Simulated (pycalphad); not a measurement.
An equivalent pycalphad script:

```python
from pycalphad import Database, equilibrium, calculate, variables as v
import numpy as np
db = Database('COST507.tdb')
comps = ['SI', 'CU', 'VA']
phases = ['BCC_A2', 'CU19SI6_ETA', 'CU33SI7_DELTA', 'CU4SI_EPSILON', 'CU56SI11_GAMMA', 'DIAMOND_A4', 'FCC_A1', 'HCP_A3', 'LIQUID']
eq = equilibrium(db, comps, phases, {v.X('CU'): 0.023, v.T: np.arange(1850, 499, -50), v.P: 101325, v.N: 1}, output=['HM', 'SM'])
```

CALPHAD calculation (pycalphad, COST 507 light-alloy database (1999)), 1 atm. The database dates from 1999; later assessments differ in places, in temperatures and in the compounds included. Phase fractions are per mole of atoms. Kinetics are ignored, which matters at the lower temperatures.

Results at three of the temperatures:

```
T = 1650.00 K, P = 101325 Pa, N = 1 mol of atoms
G = -67814 J/mol, H = 50314 J/mol, S = 71.59 J/(mol K)  (SER reference)
chemical potentials (J/mol): Si -65936, Cu -147622
phase             fraction      x(Si)      x(Cu)
DIAMOND_A4          0.6707     1.0000       none
LIQUID              0.3293     0.9301     0.0699
```

```
T = 1000.00 K, P = 101325 Pa, N = 1 mol of atoms
G = -30898 J/mol, H = 17058 J/mol, S = 47.96 J/(mol K)  (SER reference)
chemical potentials (J/mol): Si -30382, Cu -52848
phase             fraction      x(Si)      x(Cu)
DIAMOND_A4          0.9697     1.0000       none
CU19SI6_ETA         0.0303     0.2400     0.7600
```

```
T = 550.00 K, P = 101325 Pa, N = 1 mol of atoms
G = -12416 J/mol, H = 5708 J/mol, S = 32.95 J/(mol K)  (SER reference)
chemical potentials (J/mol): Si -12177, Cu -22560
phase             fraction      x(Si)      x(Cu)
DIAMOND_A4          0.9697     1.0000       none
CU19SI6_ETA         0.0303     0.2400     0.7600
```

Changes of the phase set, refined by bisection:

```
T (K)            phases above                phases below
------  ---------------------  --------------------------
1675.7                 liquid       diamond (Si) + liquid
1073.7  diamond (Si) + liquid  CU19SI6_ETA + diamond (Si)
```

Database names, with the compositions (at.%) that they take in these runs: CU19SI6_ETA: Cu 76 Si 24. DIAMOND_A4 is diamond (Si). An entry "none" or "no" means that the model of the phase leaves that element out. The hcp model here describes the intermediate κ phase of Cu-Si.
